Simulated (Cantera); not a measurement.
A diamond (100) surface in a fixed gas of H2 with x(CH4) = 0.0057, x(CH3) = 4.1e-05, at 975 K, 48.0 Torr; coverages are run to steady state.

Model: the Harris–Goodwin 1993 mechanism for the reconstructed diamond (100) surface, integrated in Cantera.

One state of this run: growth (µm/h) = 1.23; θ c6HH = 0.618; θ c6H* = 0.0163; θ c6*H = 0.355; θ c6** = 0.00816; θ c6HM = 0.00165. θ: site fractions in the mechanism's names (c6HH fully hydrogenated, c6H* and c6*H radical sites, c6** diradical, c6HM methylated).

Problem. Which value of x(H) does it belong to?
(A) 0.015
(B) 0.00042
(C) 0.0002
(D) 0.00085

Solution. A, 0.015
